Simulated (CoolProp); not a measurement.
Vapour-liquid equilibrium of R1234yf (1) + isobutane (2) at 0.021 MPa; x and y are mole fractions of (1).

Computed with CoolProp (multi-fluid Helmholtz-energy mixture model, Lemmon 2022 and Bücker 2006; pair parameters Bell 2016).

| x | bubble temperature (K) | y at the bubble point | dew temperature at overall composition x (K) | liquid density (mol/L) |
|---|---|---|---|---|
| 0.05 | 221.4 | 0.307 | 226.3 | 10.95 |
| 0.15 | 216.1 | 0.527 | 224.5 | 11.07 |
| 0.25 | 214.1 | 0.606 | 222.6 | 11.15 |
| 0.35 | 213.2 | 0.644 | 220.4 | 11.21 |
| 0.45 | 212.7 | 0.669 | 218.1 | 11.28 |
| 0.55 | 212.4 | 0.692 | 215.6 | 11.35 |
| 0.65 | 212.2 | 0.720 | 213.1 | 11.44 |
| 0.75 | 212.0 | 0.760 | 212.0 | 11.54 |
| 0.85 | 212.1 | 0.823 | 212.2 | 11.64 |
| 0.95 | 212.6 | 0.924 | 212.8 | 11.74 |

y crosses x between x = 0.75 and 0.85: the model has an azeotrope there.

The pair parameters rest on a limited set of measurements; away from them the model extrapolates.
